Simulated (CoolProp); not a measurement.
Vapour-liquid equilibrium of R22 (1) + R134a (2) at 51.65 °C; x and y are mole fractions of (1).

Model: multi-fluid Helmholtz-energy mixture model, Kamei 1995 and Tillner-Roth 1994; pair parameters Bell 2016, in CoolProp.

**Question.** Give the bubble pressure and the first vapour's composition at x = 0.05, 0.425, 0.875. Is there an azeotrope?

**Answer.** x = 0.05: 1413 kPa, y = 0.069; x = 0.425: 1682 kPa, y = 0.492; x = 0.875: 1951 kPa, y = 0.896. No azeotrope shows between x = 0.05 and 0.95.

Pair parameters are fitted to limited data, so mixtures are less certain than the pure fluids.
